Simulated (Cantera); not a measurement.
A Cantera script and what it prints.

```python
import numpy as np
import cantera as ct

gas_names = """
    CL CLF CLF3 CL2 F F2 H HCL HF H2 H2F2 H3F3 H4F4 H5F5 H6F6 H7F7 Si SiCL SiCL2 SiCL3 SiCL4 SiF SiF2
    SiF3 SiF4 SiH SiHCL3 SiHF3 SiH2 SiH2CL2 SiH2F2 SiH3 SiH3CL SiH3F SiH4 Si2 Si3
""".split()
cond_names = """
    Si(cr) Si(L)
""".split()


# ... load() reads the species with a 1 bar reference pressure and builds the phases ...
atoms = {
    'Si': {'Si': 1},
    'HCl': {'H': 1, 'CL': 1},
    'H2': {'H': 2},
    'HF': {'H': 1, 'F': 1},
}
top_T = {}  # K; cautious upper limits of use, not melting points


# ... equilibrate(T, P, feed) seeds the gas with the atoms and calls Mixture.equilibrate('TP', solver="vcs", rtol=1e-11, max_steps=5000) ...
results = []
feed = {'Si': 1, 'HCl': 1.9, 'H2': 1.6, 'HF': 0.0069}  # mol
P = 100000  # Pa
for T in [723, 773, 823, 873, 923, 973, 1023, 1073]:
    mix = equilibrate(T, P, feed)
    results.append((T, P, feed, dict(zip(mix.species_names, mix.species_moles))))

top = {s: max(r[3][s] / sum(r[3][g] for g in gas_names) for r in results) for s in gas_names}
cols = sorted((s for s in top if top[s] > 1e-06), key=lambda s: -top[s])[:8]
seen = [c for c in cond_names if any(r[3].get(c, 0) > 1e-12 for r in results)]
print("log10 of partial pressures in bar; condensed amounts in mol")
print(f"{'T/K':>10s}" + "".join(f"{s[:9]:>10s}" for s in cols + seen))
for T, P, feed, n in results:
    ng = sum(n[g] for g in gas_names)
    print(f"{T:10.4g}" + "".join(f"{np.log10(max(n[s] / ng * P / 1e5, 1e-99)):10.3f}" for s in cols)
          + "".join(f"{n.get(c, 0):10.4g}" for c in seen))
```

Result:

```
log10 of partial pressures in bar; condensed amounts in mol
       T/K        H2     SiCL4    SiHCL3       HCL   SiH2CL2     SiCL3     SiCL2      SiF4    Si(cr)
       723    -0.085    -0.958    -1.196    -3.371    -2.593    -5.060    -6.764    -3.389     0.472
       773    -0.085    -0.955    -1.204    -3.037    -2.568    -4.566    -6.016    -3.402     0.473
       823    -0.085    -0.953    -1.213    -2.744    -2.547    -4.134    -5.361    -3.414    0.4743
       873    -0.086    -0.952    -1.221    -2.486    -2.531    -3.752    -4.783    -3.425     0.476
       923    -0.086    -0.952    -1.230    -2.256    -2.517    -3.413    -4.269    -3.435    0.4782
       973    -0.088    -0.954    -1.240    -2.052    -2.507    -3.111    -3.810    -3.445     0.481
      1023    -0.089    -0.958    -1.251    -1.869    -2.500    -2.840    -3.398    -3.455    0.4845
      1073    -0.092    -0.965    -1.264    -1.704    -2.496    -2.598    -3.028    -3.466    0.4887
```

These are equilibrium values from Cantera (NASA tables, ideal gas, pure condensed phases), not measurements of a reactor. The tables' values for SiCl3 are old estimates; treat these amounts as uncertain.
